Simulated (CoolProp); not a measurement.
Computed with CoolProp (reference Helmholtz-energy equation of state, Lemmon 2006). It is a short technical equation, of lower accuracy than the large ones.

### Question
For C3F8 (R218), give the phase and the cp (kJ/(kg K)), cv (kJ/(kg K)), Joule-Thomson coefficient (K/MPa) at 383.2 K and 0.0943 MPa; 383.2 K and 0.66 MPa.

### Answer
- 383.2 K and 0.0943 MPa: gas; cp 0.910, cv 0.864, Joule-Thomson coefficient 5.81
- 383.2 K and 0.66 MPa: gas; cp 0.931, cv 0.870, Joule-Thomson coefficient 6.29
